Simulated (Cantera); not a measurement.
Adiabatic ignition

An adiabatic, constant-pressure homogeneous reactor starts with H₂ : O₂ : N₂ = 1 : 0.746 : 2.81 (molar parts), equivalence ratio 0.67, at 1450 K and 200000 Pa.

Computed with Cantera and the H2/O2 subset of GRI-Mech 3.0, which has no nitrogen chemistry.

| t (s) | T (K) | x H₂ | x O₂ | x HO₂ | x OH | x H | x O | x H₂O |
|---|---|---|---|---|---|---|---|---|
| 1.00e-6 | 1450 | 0.219 | 0.164 | 2.72e-7 | 7.50e-8 | 4.88e-7 | 9.28e-8 | 3.61e-7 |
| 3.35e-6 | 1450 | 0.219 | 0.164 | 4.01e-6 | 6.19e-6 | 3.81e-5 | 7.70e-6 | 4.84e-5 |
| 1.12e-5 | 2008 | 0.0318 | 0.0635 | 3.87e-5 | 0.0253 | 0.0494 | 0.0291 | 0.159 |
| 3.76e-5 | 2584 | 0.0173 | 0.0570 | 1.37e-5 | 0.0289 | 0.0108 | 0.0118 | 0.202 |
| 0.000126 | 2729 | 0.0107 | 0.0564 | 1.61e-5 | 0.0249 | 0.00472 | 0.00694 | 0.216 |
| 0.000422 | 2730 | 0.0107 | 0.0564 | 1.61e-5 | 0.0249 | 0.00468 | 0.00691 | 0.216 |
| 0.00141 | 2730 | 0.0107 | 0.0564 | 1.61e-5 | 0.0249 | 0.00468 | 0.00691 | 0.216 |
| 0.00474 | 2730 | 0.0107 | 0.0564 | 1.61e-5 | 0.0249 | 0.00468 | 0.00691 | 0.216 |
| 0.0159 | 2730 | 0.0107 | 0.0564 | 1.61e-5 | 0.0249 | 0.00468 | 0.00691 | 0.216 |
| 0.0532 | 2730 | 0.0107 | 0.0564 | 1.61e-5 | 0.0249 | 0.00468 | 0.00691 | 0.216 |
| 0.178 | 2730 | 0.0107 | 0.0564 | 1.61e-5 | 0.0249 | 0.00468 | 0.00691 | 0.216 |
| 0.597 | 2730 | 0.0107 | 0.0564 | 1.61e-5 | 0.0249 | 0.00468 | 0.00691 | 0.216 |
| 2.00 | 2730 | 0.0107 | 0.0564 | 1.61e-5 | 0.0249 | 0.00468 | 0.00691 | 0.216 |
x: mole fraction; the columns are a selection and need not sum to one.

```json
{
 "time_of_steepest_temperature_rise": "8.04 µs",
 "temperature at 2.00 s": "2730 K",
 "equilibrium_temperature": "2730 K",
 "x(H₂) at 2.00 s": "0.0107 (gas-phase equilibrium 0.0107)",
 "x(O₂) at 2.00 s": "0.0564 (gas-phase equilibrium 0.0564)",
 "x(HO₂) at 2.00 s": "1.61e-5 (gas-phase equilibrium 1.61e-5)"
}
```
